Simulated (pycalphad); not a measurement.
Source of the numbers: pycalphad with the COST 507 light-alloy database (1999); pressure 1 atm. The database dates from 1999; later assessments differ in places, in temperatures and in the compounds included. Phase fractions are per mole of atoms. Kinetics are ignored, which matters at the lower temperatures.

Task: Give the equilibrium state of Si-16.66Cu (wt.%) at 297 °C.

Result: 
```
T = 570.00 K, P = 101325 Pa, N = 1 mol of atoms
G = -13718 J/mol, H = 6418 J/mol, S = 35.33 J/(mol K)  (SER reference)
chemical potentials (J/mol): Si -12833, Cu -23737
phase             fraction      x(Si)      x(Cu)
DIAMOND_A4          0.8932     1.0000       none
CU19SI6_ETA         0.1068     0.2400     0.7600
```

Task: Give the equilibrium state of Si-16.66Cu (wt.%) at 1137 °C.

Result: diamond (Si), fraction 0.804, with no Cu wt.%; liquid, fraction 0.196, with 61.6 Cu wt.%.

Database names, with the compositions (at.%) that they take in these runs: CU19SI6_ETA: Cu 76 Si 24. DIAMOND_A4 is diamond (Si). An entry "none" or "no" means that the model of the phase leaves that element out.
